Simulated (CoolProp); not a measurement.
Vapour-liquid equilibrium of n-hexane (1) + dimethyl carbonate (2) at 0.304 MPa; x and y are mole fractions of (1).

The numbers come from the multi-fluid Helmholtz-energy mixture model, Thol 2019 and Zhou 2011; pair parameters Bell 2016 in CoolProp.

Question: Give the bubble temperature and the first vapour's composition at x = 0.125, 0.725, 0.875. Is there an azeotrope?

Answer: x = 0.125: 388.3 K, y = 0.361; x = 0.725: 377.6 K, y = 0.720; x = 0.875: 378.6 K, y = 0.833. y crosses x between x = 0.65 and 0.725: the model has an azeotrope there.

Pair parameters are fitted to limited data, so mixtures are less certain than the pure fluids.
